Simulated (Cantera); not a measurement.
Cantera run, input and output.

```python
import numpy as np
import cantera as ct

gas = ct.Solution("gri30.yaml")
gas.TPX = 1823, 34000, {'CH4': 0.012, 'H2': 1, 'CO2': 0.0072}
reactor = ct.IdealGasConstPressureReactor(gas, energy="off", clone=False)
net = ct.ReactorNet([reactor])
net.rtol, net.atol = 1e-08, 1e-18
show = ['CH4', 'H2', 'CO2', 'H2O', 'OH']
times = np.geomspace(8e-06, 6, 14)

steps = ct.SolutionArray(gas, extra=["t"])
rows = []
print(f"{'t/s':>10s}{'T/K':>9s}{'P/Pa':>11s}" + "".join(f"{s:>11s}" for s in show))
for t in times:
    while net.time < t:
        t_next = net.step()
        steps.append(gas.state, t=t_next)
    rows.append([np.interp(t, steps.t, y) for y in (steps.T, steps.P, *steps(*show).X.T)])
    print(f"{t:10.3e}{rows[-1][0]:9.1f}{rows[-1][1]:11.4g}" + "".join(f"{x:11.3e}" for x in rows[-1][2:]))
rate = np.gradient(steps.T, steps.t)
print("integrator steps:", len(steps.t))
if steps.T.max() > steps.T[0] + 200:
    print(f"time of steepest temperature rise: {steps.t[rate.argmax()]:.4e} s")
gas.TPX = 1823, 34000, {'CH4': 0.012, 'H2': 1, 'CO2': 0.0072}
gas.equilibrate("TP")
print(f"equilibrium (TP): T = {gas.T:.1f} K  " + "  ".join(f"{s} {gas[s].X[0]:.3e}" for s in show))
```

Result:

```
       t/s      T/K       P/Pa        CH4         H2        CO2        H2O         OH
 8.000e-06   1823.0    3.4e+04  1.177e-02  9.812e-01  7.064e-03  3.900e-08  6.543e-10
 2.265e-05   1823.0    3.4e+04  1.177e-02  9.811e-01  7.064e-03  3.356e-07  1.931e-09
 6.411e-05   1823.0    3.4e+04  1.176e-02  9.811e-01  7.061e-03  2.761e-06  5.546e-09
 1.815e-04   1823.0    3.4e+04  1.174e-02  9.810e-01  7.042e-03  2.222e-05  1.577e-08
 5.138e-04   1823.0    3.4e+04  1.169e-02  9.807e-01  6.892e-03  1.712e-04  4.452e-08
 1.455e-03   1823.0    3.4e+04  1.156e-02  9.795e-01  6.006e-03  1.055e-03  1.172e-07
 4.118e-03   1823.0    3.4e+04  1.127e-02  9.771e-01  3.502e-03  3.553e-03  2.291e-07
 1.166e-02   1823.0    3.4e+04  1.055e-02  9.747e-01  7.373e-04  6.307e-03  3.351e-07
 3.300e-02   1823.0    3.4e+04  8.916e-03  9.748e-01  2.132e-05  6.997e-03  3.623e-07
 9.342e-02   1823.0    3.4e+04  6.213e-03  9.763e-01  1.288e-05  6.942e-03  3.611e-07
 2.645e-01   1823.0    3.4e+04  3.434e-03  9.778e-01  1.277e-05  6.779e-03  3.546e-07
 7.487e-01   1823.0    3.4e+04  1.833e-03  9.789e-01  1.262e-05  6.350e-03  3.335e-07
 2.119e+00   1823.0    3.4e+04  1.364e-03  9.796e-01  1.198e-05  5.332e-03  2.802e-07
 6.000e+00   1823.0    3.4e+04  1.135e-03  9.807e-01  9.495e-06  3.493e-03  1.835e-07
integrator steps: 949
equilibrium (TP): T = 1823.0 K  CH4 7.109e-04  H2 9.827e-01  CO2 1.379e-09  H2O 3.818e-07  OH 2.003e-11
```

Computed with Cantera and GRI-Mech 3.0 (53 species, 325 reactions). GRI-Mech 3.0 stops at C3 and has no aromatics, soot or wall deposition, so with more carbon than oxygen in the feed, carbon stays in small species such as C2H2 where larger ones or solid carbon would form.
